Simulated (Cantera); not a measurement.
SiCl₄ + C₂H₄ + H₂ (silicon carbide growth)

Charge: 1 mol SiCl₄, 0.019 mol C₂H₄, 130 mol H₂, equilibrated at 203 Torr.

Method: chemical equilibrium by Gibbs-energy minimisation in Cantera with the NASA 1993 tables (ideal gas, pure condensed phases). Candidate condensed phases: C, C₆H₆, C₇H₈, C₈H₁₈, Si, SiC; 109 gas species. Mutual solubility and eutectic melting of coexisting phases are not modelled. The tables' values for SiCl, SiCl₃ are old estimates; treat these amounts as uncertain. Gases not in the tables: Si₂H₆ and higher silanes. Kinetics and transport are ignored.

| T (K) | x H₂ | x HCl | x H | x SiCl₂ | x Si | x SiH₂ | n Si(s) | n SiC(s) | n Si(l) |
|---|---|---|---|---|---|---|---|---|---|
| 1500 | 0.972 | 0.0256 | 3.34e-5 | 0.00216 | 3.90e-8 | 1.46e-6 | 0.659 | 0.0374 | 0 |
| 1550 | 0.972 | 0.0256 | 5.98e-5 | 0.00224 | 1.23e-7 | 2.71e-6 | 0.654 | 0.0374 | 0 |
| 1600 | 0.972 | 0.0255 | 0.000103 | 0.00230 | 3.61e-7 | 4.87e-6 | 0.648 | 0.0374 | 0 |
| 1650 | 0.972 | 0.0254 | 0.000172 | 0.00236 | 9.92e-7 | 8.41e-6 | 0.642 | 0.0374 | 0 |
| 1700 | 0.972 | 0.0254 | 0.000280 | 0.00238 | 2.51e-6 | 1.38e-5 | 0 | 0.0374 | 0.640 |
| 1750 | 0.972 | 0.0257 | 0.000441 | 0.00226 | 5.56e-6 | 2.02e-5 | 0 | 0.0374 | 0.656 |
| 1800 | 0.971 | 0.0259 | 0.000679 | 0.00214 | 1.18e-5 | 2.91e-5 | 0 | 0.0373 | 0.669 |
| 1850 | 0.971 | 0.0261 | 0.00102 | 0.00203 | 2.39e-5 | 4.09e-5 | 0 | 0.0372 | 0.679 |
| 1900 | 0.970 | 0.0263 | 0.00150 | 0.00193 | 4.67e-5 | 5.66e-5 | 0 | 0.0370 | 0.685 |
| 1950 | 0.969 | 0.0265 | 0.00217 | 0.00184 | 8.82e-5 | 7.69e-5 | 0 | 0.0367 | 0.686 |
| 2000 | 0.968 | 0.0266 | 0.00308 | 0.00175 | 0.000161 | 0.000103 | 0 | 0.0360 | 0.679 |
| 2050 | 0.967 | 0.0267 | 0.00429 | 0.00167 | 0.000286 | 0.000135 | 0 | 0.0346 | 0.660 |
| 2100 | 0.965 | 0.0267 | 0.00589 | 0.00159 | 0.000494 | 0.000176 | 0 | 0.0321 | 0.625 |
| 2150 | 0.962 | 0.0268 | 0.00796 | 0.00151 | 0.000831 | 0.000226 | 0 | 0.0272 | 0.565 |
x: gas mole fraction; n: condensed amount in mol.

From 1500 K to 1650 K the condensed part is Si(s) + SiC(s). From 1700 K to 2150 K the condensed part is Si(l) + SiC(s). The main Si-bearing gas is SiCl₂ throughout.
